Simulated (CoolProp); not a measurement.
Tetrahydrofuran at 313.5 K and 1.25 MPa is throttled through a valve to 0.602 MPa with no heat exchange. Each further row changes one setting.

Values from CoolProp's reference Helmholtz-energy equation of state, Fiedler 2023.

| case | temperature change (K) |
|---|---|
| as stated | ___ |
| outlet pressure 0.181 MPa | ___ |
| outlet pressure 0.783 MPa | ___ |

Question: What belongs in the gaps?

Answer: 
- as stated, temperature change (K): +0.3
- outlet pressure 0.181 MPa, temperature change (K): +0.4
- outlet pressure 0.783 MPa, temperature change (K): +0.2
